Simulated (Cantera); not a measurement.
An isothermal, constant-pressure homogeneous reactor starts with NH3 : N2 : H2 = 1 : 2.7 : 0.019 (molar parts), at 1750 K and 16.5 Torr.

Detailed kinetics in Cantera: the gas-phase N/H chemistry of the illustrative SiF4/NH3 mechanism in the Surface Chemkin manual (1991). Walls and surfaces, which speed up NH3 decomposition in real reactors, are not modelled.

Problem. Predict: x(NH3) at 40.0 s; x(H) at 40.0 s; x(NH) at 40.0 s; x(N2) at 40.0 s; x(H2) at 40.0 s; x(N) at 40.0 s.

Solution. 
```
Property                                             Result
----------------  -----------------------------------------
x(NH3) at 40.0 s     0.0195 (gas-phase equilibrium 1.06e-7)
x(H) at 40.0 s    0.000195 (gas-phase equilibrium 0.000895)
x(NH) at 40.0 s    1.13e-6 (gas-phase equilibrium 1.14e-10)
x(N2) at 40.0 s         0.682 (gas-phase equilibrium 0.678)
x(H2) at 40.0 s         0.299 (gas-phase equilibrium 0.321)
x(N) at 40.0 s     1.84e-7 (gas-phase equilibrium 8.10e-11)
```
